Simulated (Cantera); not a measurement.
What does this Cantera script print?

```python
import numpy as np
import cantera as ct

gas_names = """
    C CN CO CO2 C2 CCN CNC C2N2 C2O C3 C3O2 C4 C4N2 C5 N NCO NO NO2 NO3 N2 N2O O O2 O3 Si SiC SiC2 SiN
    SiO SiO2 Si2 Si2C Si2N Si3
""".split()
cond_names = """
    C(gr) Si(cr) Si(L) SiC(b) SiO2(Lqz) SiO2(hqz) SiO2(L) Si2N2O(s) Si3N4(a)
""".split()


# ... load() reads the species with a 1 bar reference pressure and builds the phases ...
atoms = {
    'SiC': {'Si': 1, 'C': 1},
    'O2': {'O': 2},
    'N2': {'N': 2},
}
top_T = {'C(gr)': 4500, 'SiC(b)': 3050, 'Si2N2O(s)': 2100, 'Si3N4(a)': 2400}  # K; cautious upper limits of use, not melting points


# ... equilibrate(T, P, feed) seeds the gas with the atoms and calls Mixture.equilibrate('TP', solver="vcs", rtol=1e-11, max_steps=5000) ...
results = []
feed = {'SiC': 1, 'O2': 0.89, 'N2': 12}  # mol
P = 4.8  # Pa
for T in [1500, 1550, 1600, 1650, 1700, 1750, 1800, 1850, 1900, 1950, 2000, 2050, 2100]:
    mix = equilibrate(T, P, feed)
    results.append((T, P, feed, dict(zip(mix.species_names, mix.species_moles))))

top = {s: max(r[3][s] / sum(r[3][g] for g in gas_names) for r in results) for s in gas_names}
cols = sorted((s for s in top if top[s] > 1e-06), key=lambda s: -top[s])[:9]
seen = [c for c in cond_names if any(r[3].get(c, 0) > 1e-12 for r in results)]
print("log10 of partial pressures in bar; condensed amounts in mol")
print(f"{'T/K':>10s}" + "".join(f"{s[:9]:>10s}" for s in cols + seen))
for T, P, feed, n in results:
    ng = sum(n[g] for g in gas_names)
    print(f"{T:10.4g}" + "".join(f"{np.log10(max(n[s] / ng * P / 1e5, 1e-99)):10.3f}" for s in cols)
          + "".join(f"{n.get(c, 0):10.4g}" for c in seen))
```

Result:

```
log10 of partial pressures in bar; condensed amounts in mol
       T/K        N2        CO       SiO        Si      Si2C       SiN       Si2      Si2N       Si3    SiC(b)
      1500    -4.379    -5.509    -5.509    -8.761   -11.579   -10.842   -12.438   -11.449   -13.964    0.1097
      1550    -4.379    -5.508    -5.509    -8.224   -10.877   -10.395   -11.714   -10.939   -13.159    0.1091
      1600    -4.379    -5.507    -5.510    -7.722   -10.220    -9.976   -11.036   -10.462   -12.407    0.1072
      1650    -4.379    -5.505    -5.513    -7.252    -9.606    -9.585   -10.404   -10.019   -11.707    0.1018
      1700    -4.380    -5.499    -5.521    -6.814    -9.034    -9.222    -9.818    -9.611   -11.063    0.0873
      1750    -4.382    -5.485    -5.541    -6.412    -8.505    -8.891    -9.287    -9.249   -10.487   0.05209
      1800    -4.386    -5.465    -5.572    -6.135    -8.294    -8.681    -8.990    -9.112   -10.250         0
      1850    -4.386    -5.465    -5.573    -6.127    -8.905    -8.736    -9.218    -9.489   -10.790         0
      1900    -4.386    -5.465    -5.573    -6.125    -9.500    -8.793    -9.445    -9.857   -11.317         0
      1950    -4.386    -5.465    -5.573    -6.124   -10.069    -8.848    -9.662   -10.209   -11.821         0
      2000    -4.386    -5.465    -5.573    -6.123   -10.611    -8.901    -9.870   -10.545   -12.301         0
      2050    -4.386    -5.465    -5.573    -6.123   -11.127    -8.951   -10.068   -10.864   -12.759         0
      2100    -4.386    -5.465    -5.573    -6.123   -11.619    -8.999   -10.257   -11.168   -13.194         0
```

These are equilibrium values from Cantera (NASA tables, ideal gas, pure condensed phases), not measurements of a reactor. The tables' values for SiN are old estimates; treat these amounts as uncertain.
